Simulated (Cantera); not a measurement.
## SiC + Si + N2 (sublimation and decomposition of ceramics)

Feed: 1 mol SiC, 0.064 mol Si, 4.1 mol N2, at 8.10e-5 bar.

Method: chemical equilibrium by Gibbs-energy minimisation in Cantera with the NASA 1993 tables (ideal gas, pure condensed phases). Candidate condensed phases: C, Si, SiC, Si3N4; 32 gas species. Ions and electrons are included (thermal ionisation). The tables' values for SiN are old estimates; treat these amounts as uncertain. Rates play no part.

| T (K) | x N | x N2 | x Si | x C | x e- | x Si+ | x CN | x C3 |
|---|---|---|---|---|---|---|---|---|
| 3000 | 0.00127 | 0.678 | 0.178 | 0.0836 | 9.57e-5 | 9.69e-5 | 0.0398 | 0.00917 |
| 3500 | 0.0198 | 0.646 | 0.171 | 0.147 | 0.00108 | 0.00108 | 0.0136 | 2.31e-5 |
| 4000 | 0.145 | 0.540 | 0.153 | 0.146 | 0.00649 | 0.00649 | 0.00371 | 7.13e-8 |
| 4500 | 0.491 | 0.241 | 0.104 | 0.118 | 0.0229 | 0.0228 | 0.000792 | 4.23e-10 |
| 5000 | 0.713 | 0.0374 | 0.0505 | 0.0958 | 0.0518 | 0.0517 | 0.000121 | 6.26e-12 |
x: gas mole fraction; nothing condenses.

From 3000 K to 5000 K nothing is condensed. The main Si-bearing gas is Si at 3000 K and Si+ at 5000 K.
